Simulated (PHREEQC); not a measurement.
PHREEQC input (ion-association model, phreeqc.dat):

```
SOLUTION 1
  temp 20
  units mol/kgw
  pH 7 charge
END
SELECTED_OUTPUT 1
  -reset false
  -pH true
  -pe true
  -ionic_strength true
  -water true
  -totals Ca S S(-2) S(6)
  -molalities H+ Ca+2 SO4-2 OH- O2 HSO4- S-2 HS- H2S CaOH+
    CaSO4 CaHSO4+
  -equilibrium_phases Gypsum
PRINT
  -reset false
USE solution 1
REACTION_TEMPERATURE 1
  10 15.3 20.7 26 31.3 36.7 42 47.3 52.7 58 63.3 68.7 74 79.3 84.7 90
EQUILIBRIUM_PHASES 1
  Gypsum 0 0.2
  O2(g) -0.68 10
END
```

Selected output (columns that matter, 16 of 16 rows; T (°C) added in front):

```
T (°C)	pH	mu	Ca	S	m_H+	m_Ca+2	m_SO4-2	m_OH-	m_CaSO4	Gypsum
10	7.2741	0.040285	0.014084	0.014084	6.148e-08	0.010071	0.010071	6.6659e-08	0.0040126	0.18591
15.3	7.1998	0.041026	0.014516	0.014516	7.3097e-08	0.010256	0.010256	8.9094e-08	0.0042594	0.18548
20.7	7.1238	0.041561	0.014869	0.014869	8.7227e-08	0.01039	0.01039	1.1668e-07	0.0044782	0.18512
26	7.0508	0.041877	0.015127	0.015127	1.0336e-07	0.010469	0.010469	1.4908e-07	0.004658	0.18486
31.3	6.9805	0.041995	0.0153	0.0153	1.217e-07	0.010499	0.010499	1.8757e-07	0.0048013	0.18469
36.7	6.9123	0.041923	0.01539	0.01539	1.4256e-07	0.010481	0.010481	2.34e-07	0.0049089	0.1846
42	6.8492	0.041678	0.015396	0.015396	1.6504e-07	0.010419	0.010419	2.8768e-07	0.004977	0.1846
47.3	6.79	0.041273	0.015327	0.015327	1.8931e-07	0.010318	0.010318	3.5052e-07	0.0050089	0.18466
52.7	6.7338	0.040713	0.015184	0.015184	2.1565e-07	0.010178	0.010178	4.2525e-07	0.0050058	0.18481
58	6.6827	0.040033	0.014978	0.014978	2.4279e-07	0.010008	0.010008	5.1045e-07	0.0049702	0.18501
63.3	6.6354	0.03924	0.014715	0.014715	2.709e-07	0.00981	0.0098097	6.0886e-07	0.0049051	0.18528
68.7	6.5911	0.038331	0.014394	0.014394	3.0015e-07	0.0095828	0.0095824	7.2435e-07	0.0048113	0.1856
74	6.5513	0.037355	0.014035	0.014035	3.291e-07	0.0093388	0.0093383	8.5438e-07	0.0046957	0.18596
79.3	6.515	0.03631	0.013638	0.013638	3.5789e-07	0.0090775	0.0090769	1.0028e-06	0.00456	0.18636
84.7	6.4816	0.035187	0.013201	0.013201	3.8666e-07	0.0087969	0.0087962	1.1749e-06	0.0044044	0.18679
90	6.452	0.034042	0.012749	0.012749	4.1397e-07	0.0085105	0.0085096	1.3664e-06	0.004238	0.18725
```

Complexes and solids missing from the database can't appear. Constants without temperature data keep their 25 °C values here. Outside its range of stability a hydrate's values are those of a metastable solid.
